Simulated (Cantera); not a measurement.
A freely propagating, adiabatic, planar premixed flame of H₂ : O₂ : N₂ = 1 : 0.357 : 1.34 (molar parts), equivalence ratio 1.4, unburnt at 575 K and 1.70 bar; mixture-averaged transport, grid criteria slope 0.08 and curve 0.16, no radiation.

Model: the H2/O2 subset of GRI-Mech 3.0, which has no nitrogen chemistry, integrated in Cantera. Burning velocities carry a grid error of a few per cent, more on coarse grids.

How do the results move with these cheaper or finer settings: unity-Lewis-number transport; multicomponent transport; multicomponent+Soret transport; grid criteria slope 0.5, curve 1; grid criteria slope 0.25, curve 0.5; grid criteria slope 0.03, curve 0.06?


```csv
setting,laminar burning velocity,thermal thickness,peak x(OH),peak x(H₂O₂),grid points
as above,845 cm/s,0.224 mm,0.0131,2.59e-5,126
unity-Lewis-number transport,536 cm/s,0.185 mm,0.0131,1.14e-5,119
multicomponent transport,828 cm/s,0.224 mm,0.0131,2.58e-5,126
multicomponent+Soret transport,791 cm/s,0.220 mm,0.0132,2.69e-5,127
"grid criteria slope 0.5, curve 1",1030 cm/s,0.329 mm,0.0139,1.87e-5,39
"grid criteria slope 0.25, curve 0.5",877 cm/s,0.247 mm,0.0135,2.34e-5,61
"grid criteria slope 0.03, curve 0.06",839 cm/s,0.219 mm,0.0130,2.65e-5,286
```
Unity Lewis numbers drop preferential diffusion, which matters most where H2 and H carry the flame; Soret adds thermal diffusion.
